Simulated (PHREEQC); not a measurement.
Make-up at 25 °C: 0.016 mol Cu(NO3)2, 0.00084 mol H2SO4 and 0.00026 mol H3BO3 per kg of water. Closed to the air; pH follows from the charge balance.

Computed with PHREEQC (ion-association model, phreeqc.dat).

```tsv
quantity	before	after
pH	2.85	4.78
SO4-2 (mol/kgw)	0.000470	8.17e-6
HSO4- (mol/kgw)	3.62e-5	1.21e-8
H2BO3- (mol/kgw)	1.31e-10	9.31e-11
```

What was changed between the two runs?
(A) temperature from 25 to 55 °C
(B) diluted 2-fold with water
(C) Cu(NO3)2 from 0.016 to 0.024 mol/kgw
(D) Cu(NO3)2 left out
(E) diluted 100-fold with water

E, diluted 100-fold with water

No solid was allowed to form.
